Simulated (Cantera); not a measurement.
## Stirred combustor or abatement burner

A perfectly stirred reactor is fed with 1.08 % CH₄, 1.29 % C₂H₆, 12.8 % O₂, 82.2 % N₂, 2.59 % H₂O, at 760 Torr; it is adiabatic with a 550 K inlet, and is followed from long to short residence time, starting on the burning branch (τ in s: 0.025, 0.013, 0.0072, 0.0039, 0.0021, 0.0011, 0.00061, 0.00033, 0.00018, 9.6e-05, 5.2e-05, 2.8e-05).

Detailed kinetics in Cantera: GRI-Mech 3.0 (53 species, 325 reactions).

| τ (s) | T (K) | x CH₄ | x C₂H₆ | x O₂ | x N₂O | x CO | x CH₃ | x NO₂ |
|---|---|---|---|---|---|---|---|---|
| 0.025 | 1325 | 4.54e-5 | 1.35e-5 | 0.0620 | 6.02e-7 | 0.00156 | 5.37e-6 | 3.15e-9 |
| 0.013 | 1314 | 7.93e-5 | 2.30e-5 | 0.0627 | 4.71e-7 | 0.00265 | 9.13e-6 | 2.13e-9 |
| 0.0072 | 1293 | 0.000154 | 4.30e-5 | 0.0640 | 3.30e-7 | 0.00467 | 1.64e-5 | 1.47e-9 |
| 0.0039 | 550 | 0.0108 | 0.0129 | 0.128 | <1e-12 | <1e-12 | <1e-12 | <1e-12 |
| 0.0021 | 550 | 0.0108 | 0.0129 | 0.128 | <1e-12 | <1e-12 | <1e-12 | <1e-12 |
| 0.0011 | 550 | 0.0108 | 0.0129 | 0.128 | <1e-12 | <1e-12 | <1e-12 | <1e-12 |
| 0.00061 | 550 | 0.0108 | 0.0129 | 0.128 | <1e-12 | <1e-12 | <1e-12 | <1e-12 |
| 0.00033 | 550 | 0.0108 | 0.0129 | 0.128 | <1e-12 | <1e-12 | <1e-12 | <1e-12 |
| 0.00018 | 550 | 0.0108 | 0.0129 | 0.128 | <1e-12 | <1e-12 | <1e-12 | <1e-12 |
| 9.6e-5 | 550 | 0.0108 | 0.0129 | 0.128 | <1e-12 | <1e-12 | <1e-12 | <1e-12 |
| 5.2e-5 | 550 | 0.0108 | 0.0129 | 0.128 | <1e-12 | <1e-12 | <1e-12 | <1e-12 |
| 2.8e-5 | 550 | 0.0108 | 0.0129 | 0.128 | <1e-12 | <1e-12 | <1e-12 | <1e-12 |
x: mole fraction; the columns are a selection and need not sum to one.
